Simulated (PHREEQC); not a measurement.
Solution (25 °C): 0.02 mol/kgw HF and 0.00028 mol/kgw MnSO4. Closed to the air; pH follows from the charge balance.

All values are PHREEQC results (ion-association model, phreeqc.dat), not measurements.

```json
{
 "pH": "2.47",
 "ionic_strength": "0.00463 mol/kgw",
 "total_alkalinity": "-20.0 meq/kg"
}
```

```
species  molality  activity   log γ
-------  --------  --------  ------
HF         0.0161    0.0162   0.000
H+        0.00360   0.00337  -0.029
F-        0.00344   0.00319  -0.032
Mn+2     0.000269  0.000203  -0.122
SO4-2    0.000217  0.000163  -0.125
HF2-     0.000213  0.000198  -0.032
```

This is a speciation only: nothing precipitates in the calculation.
